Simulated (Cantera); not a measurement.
**Equilibrium for silicon epitaxy and polysilicon growth: SiCl4 + Cl2 + H2**

Charge: 1 mol SiCl4, 0.13 mol Cl2, 6.9 mol H2, held at 320 Pa.

Method: chemical equilibrium by Gibbs-energy minimisation in Cantera with the NASA 1993 tables (ideal gas, pure condensed phases). Candidate condensed phases: Si; 19 gas species. The tables' values for SiCl3 are old estimates; treat these amounts as uncertain. The numbers say what is thermodynamically allowed, not how fast it happens.

```json
[
 {"T (°C)": "527", "x H2": "0.840", "x HCl": "0.0351", "x SiCl4": "0.122", "x SiCl2": "1.13e-6", "x SiCl3": "3.53e-5", "x SiHCl3": "0.00264", "x SiH2Cl2": "4.62e-6", "x H": "4.69e-11"},
 {"T (°C)": "577", "x H2": "0.838", "x HCl": "0.0371", "x SiCl4": "0.120", "x SiCl2": "1.43e-5", "x SiCl3": "0.000155", "x SiHCl3": "0.00450", "x SiH2Cl2": "1.48e-5", "x H": "3.32e-10"},
 {"T (°C)": "627", "x H2": "0.835", "x HCl": "0.0402", "x SiCl4": "0.117", "x SiCl2": "0.000126", "x SiCl3": "0.000556", "x SiHCl3": "0.00691", "x SiH2Cl2": "3.87e-5", "x H": "1.89e-9"},
 {"T (°C)": "677", "x H2": "0.831", "x HCl": "0.0452", "x SiCl4": "0.112", "x SiCl2": "0.000784", "x SiCl3": "0.00162", "x SiHCl3": "0.00948", "x SiH2Cl2": "8.11e-5", "x H": "8.96e-9"},
 {"T (°C)": "727", "x H2": "0.822", "x HCl": "0.0542", "x SiCl4": "0.105", "x SiCl2": "0.00335", "x SiCl3": "0.00382", "x SiHCl3": "0.0112", "x SiH2Cl2": "0.000130", "x H": "3.64e-8"},
 {"T (°C)": "777", "x H2": "0.807", "x HCl": "0.0702", "x SiCl4": "0.0946", "x SiCl2": "0.00974", "x SiCl3": "0.00713", "x SiHCl3": "0.0113", "x SiH2Cl2": "0.000154", "x H": "1.29e-7"},
 {"T (°C)": "827", "x H2": "0.785", "x HCl": "0.0942", "x SiCl4": "0.0796", "x SiCl2": "0.0208", "x SiCl3": "0.0109", "x SiHCl3": "0.00978", "x SiH2Cl2": "0.000144", "x H": "4.05e-7"},
 {"T (°C)": "877", "x H2": "0.756", "x HCl": "0.125", "x SiCl4": "0.0613", "x SiCl2": "0.0360", "x SiCl3": "0.0142", "x SiHCl3": "0.00754", "x SiH2Cl2": "0.000116", "x H": "1.15e-6"},
 {"T (°C)": "927", "x H2": "0.724", "x HCl": "0.159", "x SiCl4": "0.0421", "x SiCl2": "0.0534", "x SiCl3": "0.0160", "x SiHCl3": "0.00524", "x SiH2Cl2": "8.52e-5", "x H": "2.97e-6"},
 {"T (°C)": "977", "x H2": "0.695", "x HCl": "0.190", "x SiCl4": "0.0253", "x SiCl2": "0.0703", "x SiCl3": "0.0158", "x SiHCl3": "0.00330", "x SiH2Cl2": "5.86e-5", "x H": "7.13e-6"},
 {"T (°C)": "1027", "x H2": "0.673", "x HCl": "0.214", "x SiCl4": "0.0133", "x SiCl2": "0.0842", "x SiCl3": "0.0137", "x SiHCl3": "0.00191", "x SiH2Cl2": "3.88e-5", "x H": "1.60e-5"}
]
```
x: gas mole fraction; nothing condenses.

From 527 °C to 1027 °C nothing is condensed. The main Si-bearing gas is SiCl4 at 527 °C and SiCl2 at 1027 °C.
